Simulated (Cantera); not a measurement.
## Thermodynamics of boron, boron nitride and boron oxide, feed B2H6 + H2 + N2

Charge: 1 mol B2H6, 1.5 mol H2, 0.69 mol N2, at 1700 °C.

Method: chemical equilibrium by Gibbs-energy minimisation in Cantera with the NASA 1993 tables (ideal gas, pure condensed phases). Candidate condensed phases: B, BN; 15 gas species. The feed counts by its element totals alone. Mutual solubility and eutectic melting of coexisting phases are not modelled. The tables' values for BH2 are old estimates; treat these amounts as uncertain. Gases not in the tables: B2H6 and higher boranes. The numbers say what is thermodynamically allowed, not how fast it happens.

From 0.000100 bar to 0.000320 bar the condensed part is B(s). From 0.00100 bar to 1.00 bar the condensed part is B(s) + BN(s).

```csv
P (Pa),log p H2,log p N2,log p H,log p B,log p BH2,log p BH3,log p BH,n B(s),n BN(s)
10,-4.12,-4.90,-4.93,-7.07,-7.52,-10.66,-8.73,1.99,0
32,-3.59,-4.39,-4.66,-7.07,-6.99,-9.86,-8.46,2.00,0
100,-3.05,-4.11,-4.40,-7.07,-6.45,-9.06,-8.20,1.40,0.597
320,-2.52,-4.11,-4.13,-7.07,-5.91,-8.25,-7.93,0.847,1.15
1000,-2.01,-4.11,-3.87,-7.07,-5.41,-7.49,-7.67,0.690,1.31
3200,-1.50,-4.11,-3.62,-7.07,-4.90,-6.73,-7.42,0.640,1.36
10000,-1.00,-4.11,-3.37,-7.07,-4.40,-5.98,-7.17,0.625,1.37
32000,-0.50,-4.11,-3.12,-7.07,-3.89,-5.22,-6.92,0.620,1.38
100000,0.00,-4.11,-2.87,-7.07,-3.40,-4.48,-6.67,0.619,1.38
```
log p: log10 of the partial pressure in bar; n: condensed amount in mol.
